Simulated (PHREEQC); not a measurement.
Solution (80 °C): 0.0034 mol Pb(NO3)2 per kg of water. Closed to the air; pH follows from the charge balance.

Equilibrium calculation in PHREEQC: ion-association model, wateq4f.dat.

```json
{
  "pH": "5.17",
  "ionic_strength": "0.00980 mol/kgw"
}
```

```csv
species,molality,activity,log γ
NO3-,0.00660,0.00587,-0.051
Pb+2,0.00319,0.00202,-0.199
PbNO3+,0.000197,0.000175,-0.050
H+,7.41e-6,6.71e-6,-0.043
PbOH+,6.59e-6,5.87e-6,-0.050
Pb2OH+3,7.45e-7,2.66e-7,-0.448
OH-,4.09e-8,3.64e-8,-0.051
Pb3(OH)4+2,9.01e-9,5.69e-9,-0.199
```

Precipitation was switched off in this run. Saturation is exceeded, for instance for Pb(OH)2; the values hold only as long as no solid forms. Species that the database lacks are ignored. Constants without temperature data keep their 25 °C values here.
